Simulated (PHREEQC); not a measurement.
Solution (25 °C): 2.3 mmol/kgw HF and 3.4 mmol/kgw H2SiF6. Closed to the air; pH follows from the charge balance.

The numbers come from PHREEQC with the ion-association model, wateq4f.dat.

```csv
quantity,before,after
pH,2.22,3.03
ionic strength (mol/kgw),0.00976,0.000972
HF (mol/kgw),0.00354,0.00131
F- (mol/kgw),0.000431,0.000967
H2F2 (mol/kgw),3.27e-5,4.50e-6
HF2- (mol/kgw),5.87e-6,4.88e-6
```

Problem. What was changed between the two runs?
A. H2SiF6 left out
B. diluted 5-fold with water
C. HF left out
D. 0.00021 mol/kgw NaH2PO4 added

Solution. A, H2SiF6 left out

No solid was allowed to form. Some of these states are supersaturated (in Quartz (slow to form), for instance). SiF6-2 is the database's only silicon fluoride.
